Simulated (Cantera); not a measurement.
Input (Python, Cantera) and output of one run.

```python
import numpy as np
import cantera as ct

gas_names = """
    C CO CO2 C2 C2O C3 C3O2 C4 C5 O O2 O3 Ti TiO TiO2
""".split()
cond_names = """
    C(gr) Ti(a) Ti(b) Ti(L) TiC(s) TiC(L) TiO(a) TiO(b) TiO(L) TiO2(ru) TiO2(L) Ti2O3(a) Ti2O3(b)
    Ti2O3(L) Ti3O5(a) Ti3O5(b) Ti3O5(L) Ti4O7(s) Ti4O7(L)
""".split()


# ... load() reads the species with a 1 bar reference pressure and builds the phases ...
atoms = {
    'Ti': {'Ti': 1},
    'CO': {'C': 1, 'O': 1},
}
top_T = {'C(gr)': 4500}  # K; cautious upper limits of use, not melting points


# ... equilibrate(T, P, feed) seeds the gas with the atoms and calls Mixture.equilibrate('TP', solver="vcs", rtol=1e-11, max_steps=5000) ...
results = []
feed = {'Ti': 1, 'CO': 3.1}  # mol
P = 133.322  # Pa
for T in [1000, 1100, 1200, 1300, 1400, 1500, 1600, 1700, 1800]:
    mix = equilibrate(T, P, feed)
    results.append((T, P, feed, dict(zip(mix.species_names, mix.species_moles))))
    x = sorted(zip(gas.X, gas.species_names), reverse=True)
    print(f"T = {T:g} K  P = {P:g} Pa  gas = {mix.phase_moles(0):.4g} mol")
    print("   x: " + "  ".join(f"{s} {v:.3e}" for v, s in x if v > 1e-06))
    print("   condensed (mol): " + ("  ".join(f"{mix.phase(i).name} {mix.phase_moles(i):.4g}"
          for i in range(1, mix.n_phases) if mix.phase_moles(i) > 1e-12) or "none"))
```

Output:

```
T = 1000 K  P = 133.322 Pa  gas = 1.099 mol
   x: CO 9.992e-01  CO2 7.552e-04
   condensed (mol): C(gr) 2.001  TiO2(ru) 1
T = 1100 K  P = 133.322 Pa  gas = 1.35 mol
   x: CO 9.999e-01  CO2 1.176e-04
   condensed (mol): C(gr) 1.75  Ti4O7(s) 0.25
T = 1200 K  P = 133.322 Pa  gas = 2.475 mol
   x: CO 1.000e+00  CO2 2.623e-05
   condensed (mol): TiC(s) 0.625  Ti3O5(b) 0.125
T = 1300 K  P = 133.322 Pa  gas = 2.5 mol
   x: CO 1.000e+00  CO2 2.420e-05
   condensed (mol): TiC(s) 0.6  Ti2O3(b) 0.2
T = 1400 K  P = 133.322 Pa  gas = 2.5 mol
   x: CO 1.000e+00  CO2 2.246e-05
   condensed (mol): TiC(s) 0.6  Ti2O3(b) 0.2
T = 1500 K  P = 133.322 Pa  gas = 2.5 mol
   x: CO 1.000e+00  CO2 2.106e-05
   condensed (mol): TiC(s) 0.6  Ti2O3(b) 0.2
T = 1600 K  P = 133.322 Pa  gas = 2.5 mol
   x: CO 1.000e+00  CO2 1.992e-05
   condensed (mol): TiC(s) 0.6  Ti2O3(b) 0.2
T = 1700 K  P = 133.322 Pa  gas = 2.5 mol
   x: CO 1.000e+00  CO2 1.897e-05  TiO 1.167e-06
   condensed (mol): TiC(s) 0.6  Ti2O3(b) 0.2
T = 1800 K  P = 133.322 Pa  gas = 2.6 mol
   x: CO 1.000e+00  CO2 1.707e-05  TiO 1.291e-05  Ti 1.321e-06
   condensed (mol): TiC(s) 0.5  TiO(b) 0.4999
```

Cantera equilibrium calculation (NASA polynomials, part measured and part estimated; ideal gas, pure solids and liquids). Mutual solubility and eutectic melting of coexisting phases are not modelled. TiC, TiO: taken at fixed stoichiometry. Condensed phases not in the tables: Magnéli phases beyond Ti4O7, solid solutions among these carbides, nitrides and lower oxides.
